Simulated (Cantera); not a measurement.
A Cantera script and what it prints.

```python
import numpy as np
import cantera as ct

gas_names = [...]  # 140 gases of nasa_gas.yaml made of C, Fe, H, N, O
cond_names = """
    C(gr) C6H6(L) C7H8(L) C8H18(L),n-octa Fe(a) Fe(c) Fe(d) Fe(L) FeC5O5(L) FeO(s) FeO(L) Fe(OH)2(s)
    Fe(OH)3(s) Fe2O3(s) Fe3O4(s) H2O(s) H2O(L)
""".split()


# ... load() reads the species with a 1 bar reference pressure and builds the phases ...
atoms = {
    'Fe2O3': {'Fe': 2, 'O': 3},
    'CH4': {'C': 1, 'H': 4},
    'N2': {'N': 2},
}
top_T = {'C(gr)': 4500, 'Fe2O3(s)': 1830, 'Fe3O4(s)': 1870}  # K; cautious upper limits of use, not melting points


# ... equilibrate(T, P, feed) seeds the gas with the atoms and calls Mixture.equilibrate('TP', solver="gibbs", rtol=1e-10, max_steps=50000) ...
results = []
feed = {'Fe2O3': 1, 'CH4': 3, 'N2': 0.1}  # mol
P = 1333.22  # Pa
for T in [923, 948, 973, 998, 1023, 1048, 1073, 1098, 1123, 1148, 1173, 1198]:
    mix = equilibrate(T, P, feed)
    results.append((T, P, feed, dict(zip(mix.species_names, mix.species_moles))))

top = {s: max(r[3][s] / sum(r[3][g] for g in gas_names) for r in results) for s in gas_names}
cols = sorted((s for s in top if top[s] > 1e-05), key=lambda s: -top[s])[:9]
seen = [c for c in cond_names if any(r[3].get(c, 0) > 1e-12 for r in results)]
print("log10 of partial pressures in bar; condensed amounts in mol")
print(f"{'T/K':>10s}" + "".join(f"{s[:9]:>10s}" for s in cols + seen))
for T, P, feed, n in results:
    ng = sum(n[g] for g in gas_names)
    print(f"{T:10.4g}" + "".join(f"{np.log10(max(n[s] / ng * P / 1e5, 1e-99)):10.3f}" for s in cols)
          + "".join(f"{n.get(c, 0):10.4g}" for c in seen))
```

It prints:

```
log10 of partial pressures in bar; condensed amounts in mol
       T/K        H2        CO        N2       H2O       CO2       CH4     C(gr)     Fe(a)     Fe(c)
       923    -2.056    -2.370    -3.830    -4.237    -4.241    -4.746   0.06579         2         0
       948    -2.056    -2.364    -3.831    -4.435    -4.486    -4.878   0.03812         2         0
       973    -2.056    -2.361    -3.832    -4.624    -4.722    -5.004   0.02233         2         0
       998    -2.056    -2.360    -3.833    -4.805    -4.948    -5.124   0.01322         2         0
      1023    -2.056    -2.359    -3.833    -4.978    -5.164    -5.237  0.007896         2         0
      1048    -2.056    -2.358    -3.834    -5.143    -5.370    -5.346  0.004738         2         0
      1073    -2.056    -2.358    -3.834    -5.300    -5.567    -5.450  0.002837         2         0
      1098    -2.056    -2.357    -3.834    -5.450    -5.754    -5.550  0.001678         2         0
      1123    -2.056    -2.357    -3.834    -5.594    -5.934    -5.645 0.0009626         2         0
      1148    -2.056    -2.357    -3.834    -5.731    -6.105    -5.736 0.0005162         2         0
      1173    -2.056    -2.357    -3.834    -5.863    -6.269    -5.823  0.000234         2         0
      1198    -2.056    -2.357    -3.834    -5.989    -6.426    -5.907  5.24e-05         0         2
```

Method: chemical equilibrium by Gibbs-energy minimisation in Cantera with the NASA 1993 tables (ideal gas, pure condensed phases). Condensed phases not in the tables: cementite and carbon dissolved in iron.
